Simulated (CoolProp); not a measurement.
Fluorine at 265.99 K and 4.41 MPa is throttled through a valve to 0.0898 MPa with no heat exchange. Each further row changes one setting.

Computed with CoolProp (reference Helmholtz-energy equation of state, de Reuck 1990).

```tsv
case	temperature change (K)	final density (kg/m³)
as stated	-10.3	1.61
outlet pressure 0.0269 MPa	…	…
outlet pressure 0.117 MPa	-10.3	…
```

Problem. Some entries are withheld; supply them.

Solution. 
- outlet pressure 0.0269 MPa, temperature change (K): -10.5
- outlet pressure 0.0269 MPa, final density (kg/m³): 0.481
- outlet pressure 0.117 MPa, final density (kg/m³): 2.09
